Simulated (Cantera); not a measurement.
Charge: 1 mol B2O3, 0.7 mol O2, 0.17 mol N2, held at 2052 °C and 100 Torr.

These are equilibrium values from Cantera (NASA tables, ideal gas, pure condensed phases), not measurements of a reactor. Candidate condensed phases: B, BN, B2O3; 17 gas species. Rates play no part.

Question: What is the equilibrium state?

Answer: 
```
Quantity                             Value
-------------------------------  ---------
x(B2O3)                              0.471
x(O2)                                0.332
x(BO2)                              0.0963
x(N2)                               0.0848
x(O)                               0.00904
x(NO)                              0.00681
x(BO)                             0.000879
x(B2O2)                            1.26e-5
x(NO2)                             3.40e-6
gas amount                       1.926 mol
log10 activity of B(s) (absent)      -7.91
```
